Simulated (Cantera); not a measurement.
## Premixed flame

A freely propagating, adiabatic, planar premixed flame of 28.9 % H2, 13.2 % O2, 57.9 % N2, equivalence ratio 1.1, unburnt at 325 K and 158 Torr; mixture-averaged transport, grid criteria slope 0.08 and curve 0.16, no radiation.

Cantera simulation using the H2/O2 subset of GRI-Mech 3.0, which has no nitrogen chemistry; the numbers are that mechanism's predictions, not measurements. Burning velocities carry a grid error of a few per cent, more on coarse grids.

```
z (mm)  T (K)  u (m/s)    x H2     x O2      x O      x OH   x H2O2      x H
------  -----  -------  ------  -------  -------  --------  -------  -------
-8.88     325     2.18   0.289    0.132    <1e-8     <1e-8    <1e-8    <1e-8
-5.92     325     2.18   0.289    0.132    <1e-8     <1e-8    <1e-8    <1e-8
-4.44     325     2.18   0.289    0.132    <1e-8     <1e-8    <1e-8    <1e-8
-2.96     325     2.18   0.289    0.132    <1e-8     <1e-8    <1e-8    <1e-8
-1.48     328     2.20   0.287    0.132  2.37e-7   1.40e-6  1.20e-6  7.19e-7
-0.740    542     3.54   0.257    0.129  8.47e-5  0.000790  5.00e-5  0.00330
0        1006     6.35   0.158   0.0952  0.00327   0.00154  1.05e-6   0.0356
0.740    1308     8.17  0.0658   0.0377  0.00861   0.00518  1.09e-6   0.0640
1.48     1441     8.94  0.0482   0.0227  0.00904   0.00728  9.15e-7   0.0627
2.96     1575     9.70  0.0479   0.0186  0.00829   0.00915  5.83e-7   0.0516
5.92     1718     10.5  0.0483   0.0155  0.00687    0.0106  3.06e-7   0.0392
11.8     1858     11.2  0.0468   0.0122  0.00511    0.0113  1.57e-7   0.0278
23.7     1987     11.9  0.0436  0.00889  0.00338    0.0109  8.65e-8   0.0184
```
x: mole fraction of selected species; z is measured from the peak of heat release.

- laminar burning velocity: 218 cm/s
- thermal thickness: 2.96 mm
- peak x(O): 0.00907
- peak x(OH): 0.0113
- peak x(H2O2): 5.39e-5
- peak x(H): 0.0653
